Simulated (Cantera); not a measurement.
**Catalytic stagnation flow on Pt**

A jet of CH₄ : O₂ : N₂ = 0.011 : 0.067 : 0.79 (molar parts), equivalence ratio 0.33 at 300 K and 35.3 Torr hits a platinum plate 2.5 cm away at a mass flux of 0.11 kg/m²/s; the plate temperature is set and raised in steps from an oxygen-covered start.

Model: Deutschmann's 1995 Pt surface mechanism with GRI-Mech 3.0 gas chemistry, integrated in Cantera. Catalytic surfaces can have several steady states; this one follows from the mechanism file's or the stated starting coverage.

```tsv
plate T (K)	wall x CH₄	wall x O₂	wall x H₂O	wall x OH	wall x CO	wall x CO₂	θ free Pt	θ O*
950	0.00892	0.0692	0.00697	5.66e-8	5.41e-6	0.00457	0.330	0.670
1000	0.00768	0.0666	0.00927	1.62e-7	6.37e-6	0.00608	0.404	0.595
1050	0.00658	0.0643	0.0113	4.05e-7	7.37e-6	0.00741	0.477	0.522
1100	0.00567	0.0624	0.0129	9.04e-7	8.51e-6	0.00850	0.547	0.452
1150	0.00496	0.0609	0.0142	1.85e-6	9.92e-6	0.00935	0.613	0.387
1200	0.00440	0.0597	0.0152	3.50e-6	1.17e-5	0.0100	0.672	0.327
1250	0.00396	0.0588	0.0160	6.20e-6	1.41e-5	0.0105	0.727	0.273
```
x: mole fraction at the wall; θ: surface coverage.
